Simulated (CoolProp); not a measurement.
Vapour-liquid equilibrium of carbon dioxide (1) + sulfur dioxide (2) at 243.9 K; x and y are mole fractions of (1).

Model: multi-fluid Helmholtz-energy mixture model, Span 1996 and Gao 2016; pair parameters Bell 2016, in CoolProp.

Task: Give the bubble pressure and the first vapour's composition at x = 0.05, 0.2, 0.35. Is there an azeotrope?

Result: x = 0.05: 1.310 bar, y = 0.706; x = 0.2: 3.940 bar, y = 0.911; x = 0.35: 6.280 bar, y = 0.951. No azeotrope shows between x = 0.05 and 0.95.

The pair parameters rest on a limited set of measurements; away from them the model extrapolates. The gap from Raoult's law changes sign with composition, which may be real or a fault of the pair parameters; it wasn't checked against measurements.
